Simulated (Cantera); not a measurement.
An adiabatic, constant-volume homogeneous reactor starts with CH4 : CO : O2 : N2 = 1 : 0.64 : 4.94 : 18.6 (molar parts), at 1650 K and 100000 Pa. Integrator tolerance rtol = 1e-08.

Cantera simulation using GRI-Mech 3.0 (53 species, 325 reactions); the numbers are that mechanism's predictions, not measurements.

Q: What does this change do: CO 0.64 to 1.1 parts?

A: 
```tsv
quantity	before	after
time of steepest temperature rise	0.260 ms	0.253 ms
temperature at 1.00 s	2631 K	2683 K
equilibrium temperature	2631 K	2683 K
x(CH4) at 1.00 s	<1e-12 (gas-phase equilibrium <1e-12)	<1e-12 (gas-phase equilibrium <1e-12)
x(CO) at 1.00 s	0.0101 (gas-phase equilibrium 0.0101)	0.0161 (gas-phase equilibrium 0.0161)
x(O2) at 1.00 s	0.0946 (gas-phase equilibrium 0.0946)	0.0863 (gas-phase equilibrium 0.0863)
x(CH2O) at 1.00 s	1.28e-11 (gas-phase equilibrium 1.28e-11)	2.60e-11 (gas-phase equilibrium 2.60e-11)
x(CH2) at 1.00 s	<1e-12 (gas-phase equilibrium <1e-12)	<1e-12 (gas-phase equilibrium <1e-12)
x(CO2) at 1.00 s	0.0549 (gas-phase equilibrium 0.0549)	0.0660 (gas-phase equilibrium 0.0660)
x(C2H2) at 1.00 s	<1e-12 (gas-phase equilibrium <1e-12)	<1e-12 (gas-phase equilibrium <1e-12)
```
